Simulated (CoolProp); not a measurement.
Tetradecamethylhexasiloxane (MD4M) along the isobar 0.101 MPa: density (kg/m³) from the reference equation and from simpler models built on Tc = 653.2 K, pc = 0.8286 MPa, ω = 0.800; each cubic takes its own stable root.

The numbers come from the reference Helmholtz-energy equation of state, Thol 2019 in CoolProp.

```
T (K)   phase  reference
-----  ------  ---------
408.5  liquid      778.6
427.7  liquid      759.0
446.9  liquid      738.8
466.1  liquid      718.0
485.4  liquid      696.3
504.6  liquid      673.7
523.8  liquid      649.8
543.1     gas      11.55
562.3     gas      10.96
581.5     gas      10.45
600.8     gas      9.992
620       gas      9.588
```

Q: How far does each simpler model (van der Waals, Redlich-Kwong, Soave-Redlich-Kwong, Peng-Robinson) lie from the reference over these 12 states: mean and median of the absolute difference, and the worst?

A: 
- van der Waals: mean 54.4 %, median 71.8 %, worst -98.2 % at 523.8 K and 0.101 MPa
- Redlich-Kwong: mean 32.3 %, median 20.0 %, worst -98.2 % at 523.8 K and 0.101 MPa
- Soave-Redlich-Kwong: mean 7.0 %, median 10.6 %, worst -12.1 % at 408.5 K and 0.101 MPa
- Peng-Robinson: mean 0.8 %, median 0.8 %, worst -1.5 % at 543.1 K and 0.101 MPa

At some of these states van der Waals, Redlich-Kwong gives the other phase, because its saturation line lies elsewhere.
